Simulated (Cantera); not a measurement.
Mixture: CH3OH : O2 : N2 : H2O = 1 : 2.46 : 11.3 : 1.3 (molar parts), at 10.0 bar, adiabatic and at constant pressure. Ignition delay is the time to a rise of 400 K.

Cantera simulation using GRI-Mech 3.0 (53 species, 325 reactions); the numbers are that mechanism's predictions, not measurements. GRI-Mech 3.0 was tuned for natural gas; its chemistry of methanol as a main component is partial and can be far from experiment.

Predict: delay at 1323 K; delay at 1423 K; delay at 1523 K; delay at 1623 K; delay at 1723 K; delay at 1823 K; delay at 1923 K; apparent activation energy between 1723 and 1923 K.


```
Property                                                 Value
--------------------------------------------------  ----------
delay at 1323 K                                       0.238 ms
delay at 1423 K                                        70.5 µs
delay at 1523 K                                        25.9 µs
delay at 1623 K                                        11.3 µs
delay at 1723 K                                        5.71 µs
delay at 1823 K                                        3.28 µs
delay at 1923 K                                        2.16 µs
apparent activation energy between 1723 and 1923 K  130 kJ/mol
```
